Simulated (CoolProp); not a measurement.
Vapour-liquid equilibrium of propane (1) + c-C4F8 (RC318) (2) at 253.3 K; x and y are mole fractions of (1).

Values from CoolProp's multi-fluid Helmholtz-energy mixture model, Lemmon 2009 and Platzer 1990; pair parameters Bell 2016. This equation is an older, rougher fit; its heat capacities, sound speeds and derivatives of the liquid may be far off and weren't checked against measurements.

Q: Give the bubble pressure and the first vapour's composition at x = 0.2, 0.35, 0.725. Is there an azeotrope?

A: x = 0.2: 1.657 bar, y = 0.711; x = 0.35: 2.048 bar, y = 0.787; x = 0.725: 2.367 bar, y = 0.854. No azeotrope shows between x = 0.05 and 0.95.

Pair parameters are fitted to limited data, so mixtures are less certain than the pure fluids. With so large a gap from Raoult's law the liquid may split in two, which this calculation doesn't test in full.
